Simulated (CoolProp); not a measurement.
Vapour-liquid equilibrium of R125 (1) + R1234yf (2) at -72.75 °C; x and y are mole fractions of (1).

Values from CoolProp's multi-fluid Helmholtz-energy mixture model, Lemmon 2005 and Lemmon 2022; pair parameters Bell 2023.

| x | bubble pressure, mixture model (kPa) | bubble pressure, Raoult's law (kPa) | y, mixture model | y, Raoult's law |
|---|---|---|---|---|
| 0.05 | 10.05 | 10.02 | 0.128 | 0.126 |
| 0.15 | 11.69 | 11.62 | 0.328 | 0.326 |
| 0.25 | 13.31 | 13.22 | 0.478 | 0.477 |
| 0.35 | 14.92 | 14.83 | 0.595 | 0.596 |
| 0.45 | 16.52 | 16.43 | 0.689 | 0.692 |
| 0.55 | 18.10 | 18.03 | 0.767 | 0.770 |
| 0.65 | 19.69 | 19.64 | 0.833 | 0.836 |
| 0.75 | 21.27 | 21.24 | 0.889 | 0.892 |
| 0.85 | 22.86 | 22.84 | 0.938 | 0.939 |
| 0.95 | 24.45 | 24.45 | 0.980 | 0.981 |

The largest gap from Raoult's law is +0.7 % in bubble pressure, at x = 0.25. No azeotrope shows between x = 0.05 and 0.95.

Pair parameters are fitted to limited data, so mixtures are less certain than the pure fluids.
